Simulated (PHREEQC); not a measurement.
**Spent oxide etchant**

Solution (20 °C): 0.21 mol/kgw HF, 0.00093 mol/kgw (NH4)2SiF6, 0.00067 mol/kgw HBF4 and 0.0058 mol/kgw HCl. Closed to the air; pH follows from the charge balance.

The numbers come from PHREEQC with the ion-association model, phreeqc.dat.

Each row changes one thing in this solution. Precipitation was switched off in this run.

```tsv
case	pH	ionic strength (mol/kgw)	HF (mol/kgw)	F- (mol/kgw)	HF2- (mol/kgw)	BF3OH- (mol/kgw)	SI of Quartz (SiO2)
as made	1.73	0.0239	0.189	0.00865	0.00603	1.17e-6	-9.92
temperature from 20 to 10 °C	1.71	0.0250	0.188	?	0.00607	9.78e-7	-10.58
HBF4 from 0.00067 to 0.000335 mol/kgw	1.73	?	0.189	0.00873	0.00607	5.86e-7	-9.93
HBF4 from 0.00067 to 0.000134 mol/kgw	1.74	0.0236	0.189	0.00877	0.00610	2.34e-7	-9.93
diluted 10-fold with water	2.40	0.00453	0.0172	0.00339	0.000214	1.28e-6	-5.87
```

**Question.** Complete the blanks.

**Answer.** 
- temperature from 20 to 10 °C, F- (mol/kgw): 0.00972
- HBF4 from 0.00067 to 0.000335 mol/kgw, ionic strength (mol/kgw): 0.0237

Constants without temperature data keep their 25 °C values here. SiF6-2 is the database's only silicon fluoride. Real BF4- forms and hydrolyses slowly; the run takes it at equilibrium.
